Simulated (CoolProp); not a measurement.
The fluid at 391.21 K and 0.234 MPa is throttled through a valve to 0.0448 MPa with no heat exchange. The same conditions are run with several fluids, on thermodynamics alone (safety and materials aside).

The numbers come from the reference Helmholtz-energy equation of state of each fluid (R1132(E): Akasaka 2024; ethylene: Smukala 2000; hydrogen sulfide: Lemmon 2006; cyclopropane: Polt 1992; R410A: Lemmon 2003) in CoolProp. The equations of Platzer and Polt are older, rougher fits. Blends and air are pseudo-pure fits.

Q: Rank R1132(E), ethylene, hydrogen sulfide, cyclopropane, R410A by temperature change (K), highest first.

A: ethylene (-1.0), R1132(E) (-1.4), R410A (-1.6), cyclopropane (-1.7), hydrogen sulfide (-1.8)

```
fluid             final density (kg/m³)
----------------  ---------------------
R1132(E)                          0.887
ethylene                          0.388
hydrogen sulfide                  0.472
cyclopropane                      0.584
R410A                              1.01
```
